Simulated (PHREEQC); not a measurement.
## Buffer: an equilibrium model

A solution holds 9.7 mmol/kgw NaHSO4, 1.8 mmol/kgw Na2HPO4 and 1.6 mmol/kgw NaCl, at 25 °C. Closed to the air; pH follows from the charge balance.

The numbers come from PHREEQC with the ion-association model, phreeqc.dat.

Precipitation was switched off in this run.

Task: What pH, specific conductance does the model give?

Result: pH 2.34; specific conductance 3470 µS/cm.

Task: In which forms is P present?

Result: H2PO4- 64 %, H3PO4 36 % of the P.

Species that the database lacks are ignored.
